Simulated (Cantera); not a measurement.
A Cantera script and what it prints.

```python
import numpy as np
import cantera as ct

gas_names = [...]  # 92 gases of nasa_gas.yaml made of C, H, N
cond_names = """
    C(gr) C6H6(L) C7H8(L) C8H18(L),n-octa
""".split()


# ... load() reads the species with a 1 bar reference pressure and builds the phases ...
atoms = {
    'C2H4': {'C': 2, 'H': 4},
    'H2': {'H': 2},
    'N2': {'N': 2},
}
top_T = {'C(gr)': 4500}  # K; cautious upper limits of use, not melting points


# ... equilibrate(T, P, feed) seeds the gas with the atoms and calls Mixture.equilibrate('TP', solver="vcs", rtol=1e-11, max_steps=5000) ...
results = []
feed = {'C2H4': 1, 'H2': 0.35, 'N2': 8.8}  # mol
P = 1333.22  # Pa
for T in [1625, 1725, 1825, 1925, 2025, 2125, 2225, 2325, 2425]:
    mix = equilibrate(T, P, feed)
    results.append((T, P, feed, dict(zip(mix.species_names, mix.species_moles))))
    x = sorted(zip(gas.X, gas.species_names), reverse=True)
    print(f"T = {T:g} K  P = {P:g} Pa  gas = {mix.phase_moles(0):.4g} mol")
    print("   x: " + "  ".join(f"{s} {v:.3e}" for v, s in x if v > 0.001))
    print("   condensed (mol): " + ("  ".join(f"{mix.phase(i).name} {mix.phase_moles(i):.4g}"
          for i in range(1, mix.n_phases) if mix.phase_moles(i) > 1e-12) or "none"))
```

Result:

```
T = 1625 K  P = 1333.22 Pa  gas = 11.15 mol
   x: N2 7.886e-01  H2 2.101e-01
   condensed (mol): C(gr) 1.989
T = 1725 K  P = 1333.22 Pa  gas = 11.15 mol
   x: N2 7.881e-01  H2 2.094e-01  HCN 1.703e-03
   condensed (mol): C(gr) 1.98
T = 1825 K  P = 1333.22 Pa  gas = 11.16 mol
   x: N2 7.871e-01  H2 2.082e-01  HCN 2.803e-03  H 1.740e-03
   condensed (mol): C(gr) 1.966
T = 1925 K  P = 1333.22 Pa  gas = 11.17 mol
   x: N2 7.855e-01  H2 2.061e-01  HCN 4.365e-03  H 3.759e-03
   condensed (mol): C(gr) 1.947
T = 2025 K  P = 1333.22 Pa  gas = 11.19 mol
   x: N2 7.828e-01  H2 2.026e-01  H 7.503e-03  HCN 6.472e-03
   condensed (mol): C(gr) 1.919
T = 2125 K  P = 1333.22 Pa  gas = 11.23 mol
   x: N2 7.788e-01  H2 1.971e-01  H 1.396e-02  HCN 9.175e-03
   condensed (mol): C(gr) 1.882
T = 2225 K  P = 1333.22 Pa  gas = 11.29 mol
   x: N2 7.728e-01  H2 1.887e-01  H 2.437e-02  HCN 1.247e-02  HNC 1.022e-03
   condensed (mol): C(gr) 1.834
T = 2325 K  P = 1333.22 Pa  gas = 11.38 mol
   x: N2 7.644e-01  H2 1.767e-01  H 4.005e-02  HCN 1.625e-02  HNC 1.532e-03
   condensed (mol): C(gr) 1.775
T = 2425 K  P = 1333.22 Pa  gas = 11.51 mol
   x: N2 7.531e-01  H2 1.606e-01  H 6.212e-02  HCN 2.030e-02  HNC 2.174e-03  C2H2,acetylene 1.254e-03
   condensed (mol): C(gr) 1.706
```

Equilibrium computed with Cantera from the NASA thermochemical tables; the gas is ideal and each condensed phase is pure.
